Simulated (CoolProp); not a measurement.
Dimethyl carbonate along the isotherm 600 K: fugacity coefficient from the reference equation and from simpler models built on Tc = 557.0 K, pc = 4909 kPa, ω = 0.346; each cubic takes its own stable root.

Model: reference Helmholtz-energy equation of state, Zhou 2011, in CoolProp.

```csv
p (kPa),phase,reference,Redlich-Kwong,Soave-Redlich-Kwong,Peng-Robinson
614,gas,0.9665,0.9659,0.9677,?
1230,gas,?,0.9323,0.9358,0.9276
1840,gas,?,0.8994,0.9046,0.8929
2450,gas,0.8695,0.8670,0.8739,0.8591
3070,gas,?,0.8344,0.8432,0.8255
3680,gas,0.8065,0.8026,0.8133,0.7931
4300,gas,0.7752,0.7706,0.7832,0.7609
4910,supercritical,0.7447,0.7393,0.7539,0.7298
5520,supercritical,?,0.7079,0.7249,0.6993
6140,supercritical,0.6836,?,0.6957,0.6690
6750,supercritical,0.6539,0.6445,0.6674,0.6398
7360,supercritical,0.6248,0.6138,0.6397,0.6117
```

### Question
Complete the blanks.

### Answer

- 614, Peng-Robinson: 0.9634
- 1230, reference: 0.9334
- 1840, reference: 0.9012
- 3070, reference: 0.8376
- 5520, reference: 0.7143
- 6140, Redlich-Kwong: 0.6759
